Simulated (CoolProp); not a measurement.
A single-stage vapour-compression cycle with R1336mzz(E): evaporating at 305.15 K (dew point), condensing at 347.15 K (bubble point), superheat 8 K, subcooling 8 K, compressor efficiency 0.65, no pressure losses. Each further row changes one setting.

The numbers come from the reference Helmholtz-energy equation of state, Akasaka 2023 in CoolProp.

```
case                              cooling COP  pressure ratio  discharge temperature (K)  refrigerating effect (kJ/kg)  volumetric capacity (kJ/m³)
--------------------------------  -----------  --------------  -------------------------  ----------------------------  ---------------------------
as stated                                3.93            3.34                      354.0                           104                         1750
evaporating temperature 310.15 K         4.68             ___                      354.0                           107                          ___
condensing temperature 342.15 K           ___            2.94                      349.3                           110                         1860
subcooling 13 K                          4.18            3.34                      354.0                           110                         1860
superheat 18 K                            ___            3.34                      364.2                           113                          ___
compressor efficiency 0.55                ___            3.34                      358.8                           104                         1750
```

Question: Complete the blanks.

Answer: 
- evaporating temperature 310.15 K, pressure ratio: 2.84
- evaporating temperature 310.15 K, volumetric capacity (kJ/m³): 2120
- condensing temperature 342.15 K, cooling COP: 4.65
- superheat 18 K, cooling COP: 4.06
- superheat 18 K, volumetric capacity (kJ/m³): 1820
- compressor efficiency 0.55, cooling COP: 3.33
